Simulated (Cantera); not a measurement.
Mixture: 32.7 % H₂, 16.3 % O₂, 50.6 % N₂, 0.359 % NO, at 750 Torr, adiabatic and at constant pressure. Ignition delay is the time to a rise of 400 K.

Detailed kinetics in Cantera: GRI-Mech 3.0 (53 species, 325 reactions). The mechanism lacks 2 NO + O2 → 2 NO2 and HONO, so NO2 and the effect of NO are under-described below about 1400 K. Where the delays flatten at high temperature, the 400 K rule measures the pace of heat release, not the induction time.

Predict: delay at 1250 K; delay at 1325 K; delay at 1400 K; delay at 1475 K; delay at 1550 K.


* **delay at 1250 K**: 32.5 µs
* **delay at 1325 K**: 24.2 µs
* **delay at 1400 K**: 19.3 µs
* **delay at 1475 K**: 16.2 µs
* **delay at 1550 K**: 14.4 µs
